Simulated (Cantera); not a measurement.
Source: NASA polynomial tables (part measured, part estimated), evaluated in Cantera. Values are per mole of reaction as written; species without (g) are pure solids or liquids, kept so even where they would boil at 1 bar.

H2(g) + 2 BaO + 2 OH(g) = 2 Ba(OH)2

| T (K) | ΔH° (kJ) | ΔS° (J/K) | ΔG° (kJ) | log10 K |
|---|---|---|---|---|
| 1623 | -757.8 | -281.7 | -300.5 | 9.67 |
| 1698 | -753.5 | -279.1 | -279.5 | 8.60 |
| 1773 | -749.3 | -276.7 | -258.7 | 7.62 |
| 1848 | -745.2 | -274.5 | -238.0 | 6.73 |
| 1923 | -741.3 | -272.4 | -217.5 | 5.91 |
| 1998 | [?] | [?] | [?] | [?] |
| 2073 | -733.8 | -268.6 | -176.9 | 4.46 |
| 2148 | [?] | [?] | [?] | [?] |
| 2223 | -726.8 | -265.4 | -136.9 | 3.22 |

Question: Complete the blanks.

Answer: 
- 1998, ΔH° (kJ): -737.5
- 1998, ΔS° (J/K): -270.4
- 1998, ΔG° (kJ): -197.1
- 1998, log10 K: 5.15
- 2148, ΔH° (kJ): -730.2
- 2148, ΔS° (J/K): -266.9
- 2148, ΔG° (kJ): -156.8
- 2148, log10 K: 3.81
